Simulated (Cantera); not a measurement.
A closed system holds: 1 mol C2H6, 1.2 mol NH3, 0.053 mol H2O, held at 2875 K and 0.100 bar.

Cantera equilibrium calculation (NASA polynomials, part measured and part estimated; ideal gas, pure solids and liquids). Candidate condensed phases: C, C6H6, C7H8, C8H18, H2O; 136 gas species. The numbers say what is thermodynamically allowed, not how fast it happens.

Base state: H2 0.591, H 0.257, N2 0.0744, HCN 0.0335, C2H2 (acetylene) 0.0252, CO 0.00836, HNC 0.00570, C2H 0.00156 (mole fractions); condensed: C(graphite).

**Question.** What changes in the equilibrium state with this change: temperature from 2875 K to 573 K?

**Answer.** 
| species | before | after |
|---|---|---|
| CH4 | 3.13e-6 | 0.579 |
| H2 | 0.591 | 0.231 |
| N2 | 0.0744 | 0.174 |
| H | 0.257 | <1e-9 |
| HCN | 0.0335 | <1e-9 |
| C2H2 (acetylene) | 0.0252 | <1e-9 |
| H2O | 5.41e-9 | 0.0153 |
| HNC | 0.00570 | <1e-9 |
| C2H | 0.00156 | <1e-9 |
| C(graphite), mol | 1.32 | 0 |

**Question.** What changes in the equilibrium state with this change: temperature from 2875 K to 2548.15 K?

**Answer.** 
| species | before | after |
|---|---|---|
| H2 | 0.591 | 0.778 |
| N2 | 0.0744 | 0.0922 |
| H | 0.257 | 0.0863 |
| C2H2 (acetylene) | 0.0252 | 0.0103 |
| HCN | 0.0335 | 0.0213 |
| C2 | 7.68e-5 | 9.63e-7 |
| C3 | 0.000775 | 1.04e-5 |
| C | 0.000146 | 3.19e-6 |
| CH | 1.98e-5 | 9.61e-7 |
| C2H | 0.00156 | 9.04e-5 |
| C(graphite), mol | 1.32 | 1.69 |
